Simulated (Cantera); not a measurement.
A perfectly stirred reactor is fed with H₂ : O₂ : N₂ = 0.23 : 1 : 4.6 (molar parts), equivalence ratio 0.12, at 0.0267 bar; it is held at 1423 K, and followed from long to short residence time.

Cantera simulation using GRI-Mech 3.0 (53 species, 325 reactions); the numbers are that mechanism's predictions, not measurements. Radical loss at walls, strong at low pressure, is not modelled. The temperature is held fixed by assumption; the heat of reaction is taken as removed at once.

**Question.** What does this change do: H2 0.23 to 1.8 parts?

**Answer.** 
```json
[
 {"quantity": "x(H₂) at τ = 0.310 s", "before": "0.000581", "after": "0.0175"},
 {"quantity": "x(O₂) at τ = 0.310 s", "before": "0.152", "after": "0.0246"},
 {"quantity": "x(N₂O) at τ = 0.310 s", "before": "1.77e-8", "after": "2.56e-9"},
 {"quantity": "x(H₂O₂) at τ = 0.310 s", "before": "3.65e-8", "after": "1.34e-7"},
 {"quantity": "x(H) at τ = 0.310 s", "before": "0.00133", "after": "0.0153"},
 {"quantity": "x(H₂) at τ = 4.10 ms", "before": "0.00303", "after": "0.0403"},
 {"quantity": "x(O₂) at τ = 4.10 ms", "before": "0.147", "after": "0.0456"},
 {"quantity": "x(N₂O) at τ = 4.10 ms", "before": "7.83e-9", "after": "1.68e-9"},
 {"quantity": "x(H₂O₂) at τ = 4.10 ms", "before": "5.42e-8", "after": "1.30e-7"},
 {"quantity": "x(H) at τ = 4.10 ms", "before": "0.0100", "after": "0.0990"}
]
```

**Question.** What does this change do: pressure from 0.0267 bar to 0.0190 bar?

**Answer.** 
```json
[
 {"quantity": "x(H₂) at τ = 0.310 s", "before": "0.000581", "after": "0.000811"},
 {"quantity": "x(O₂) at τ = 0.310 s", "before": "0.152", "after": "0.151"},
 {"quantity": "x(N₂O) at τ = 0.310 s", "before": "1.77e-8", "after": "1.09e-8"},
 {"quantity": "x(H₂O₂) at τ = 0.310 s", "before": "3.65e-8", "after": "2.97e-8"},
 {"quantity": "x(H) at τ = 0.310 s", "before": "0.00133", "after": "0.00231"},
 {"quantity": "x(H₂) at τ = 4.10 ms", "before": "0.00303", "after": "0.00350"},
 {"quantity": "x(O₂) at τ = 4.10 ms", "before": "0.147", "after": "0.147"},
 {"quantity": "x(N₂O) at τ = 4.10 ms", "before": "7.83e-9", "after": "5.07e-9"},
 {"quantity": "x(H₂O₂) at τ = 4.10 ms", "before": "5.42e-8", "after": "4.02e-8"},
 {"quantity": "x(H) at τ = 4.10 ms", "before": "0.0100", "after": "0.0106"}
]
```
